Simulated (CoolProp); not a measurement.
The fluid at 293.15 K and 0.449 MPa is compressed adiabatically to 0.688 MPa with isentropic efficiency 0.75. The same conditions are run with several fluids, on thermodynamics alone (safety and materials aside).

Model: reference Helmholtz-energy equation of state of each fluid (R125: Lemmon 2005; R143a: Lemmon and Jacobsen 2000; carbon monoxide: Lemmon 2006; R1132(E): Akasaka 2024; C2F6 (R116): Lemmon 2006), in CoolProp.

Q: Rank R125, R143a, carbon monoxide, R1132(E), C2F6 (R116) by work (kJ/kg), highest first.

A: carbon monoxide (52.6), R1132(E) (20.9), R143a (15.3), R125 (10.8), C2F6 (R116) (9.63)

```tsv
fluid	final temperature (K)	final density (kg/m³)
R125	309.3	35.6
R143a	312.3	24.8
carbon monoxide	343.8	6.74
R1132(E)	317.3	17.9
C2F6 (R116)	307.2	39.8
```
